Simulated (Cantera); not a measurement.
Feed: 1 mol Fe2O3, 1.1 mol CO, 9.6 mol H2, equilibrated at 2.90 mbar.

Method: chemical equilibrium by Gibbs-energy minimisation in Cantera with the NASA 1993 tables (ideal gas, pure condensed phases). Candidate condensed phases: C, C6H6, C7H8, C8H18, Fe, Fe(CO)5, FeO, Fe(OH)2, Fe(OH)3, Fe2O3, Fe3O4, H2O; 114 gas species. Equilibrium is a limit: real reactors are often held back by kinetics, nucleation or transport. All values below are at 2248 K.

Base state: H2 0.460, H2O 0.208, Fe 0.147, H 0.0925, CO 0.0759, CO2 0.00632, OH 0.00627, FeO 0.00225 (mole fractions); condensed: gas only.

Question: What changes in the equilibrium state with this change: CO from 1.1 to 1.8 mol?

Answer: 
```csv
species,before,after
H2,0.460,0.439
H2O,0.208,0.194
Fe,0.147,0.140
CO,0.0759,0.118
H,0.0925,0.0904
CO2,0.00632,0.00960
Fe(OH)2,2.05e-5,1.77e-5
FeO,0.00225,0.00209
O2,0.000165,0.000158
OH,0.00627,0.00598
```
